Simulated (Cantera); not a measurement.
A jet of CH4 : O2 : N2 = 0.041 : 0.13 : 0.79 (molar parts), equivalence ratio 0.63 at 300 K and 46.5 Torr hits a platinum plate 3.8 cm away at a mass flux of 0.13 kg/m²/s; the plate temperature is set and raised in steps from an oxygen-covered start.

Cantera simulation using Deutschmann's 1995 Pt surface mechanism with GRI-Mech 3.0 gas chemistry; the numbers are that mechanism's predictions, not measurements. Catalytic surfaces can have several steady states; this one follows from the mechanism file's or the stated starting coverage.

One state of this run: wall x CH4 = 0.0117; wall x O2 = 0.0695; wall x H2O = 0.0570; wall x OH = 6.10e-6; wall x CO = 2.88e-5; wall x CO2 = 0.0378; θ free Pt = 0.648; θ O* = 0.351; θ OH* = 0.000714. x: mole fraction at the wall; θ: surface coverage.

### Question
Which value of plate T (K) does it belong to?
A) 1100
B) 1200
C) 1300
D) 1250

### Answer
B, 1200
